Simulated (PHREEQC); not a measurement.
Dissolve 0.053 mol/kgw FeSO4, 0.26 mol/kgw MgSO4 and 3.8e-05 mol/kgw H2SO4 at 25 °C. Closed to the air; pH follows from the charge balance.

The numbers come from PHREEQC with the Pitzer model, pitzer.dat.

Problem. The ionic strength comes out as 1.25 mol/kgw. What activity coefficients do HSO4-, H+, Fe+2, Mg+2, SO4-2 get?

Solution. HSO4- 0.67, H+ 0.57, Fe+2 0.13, Mg+2 0.14, SO4-2 0.066. Single-ion values are on the MacInnes scale.

This is a speciation only: nothing precipitates in the calculation. In brines, pH and single-ion activities rest on the MacInnes convention.
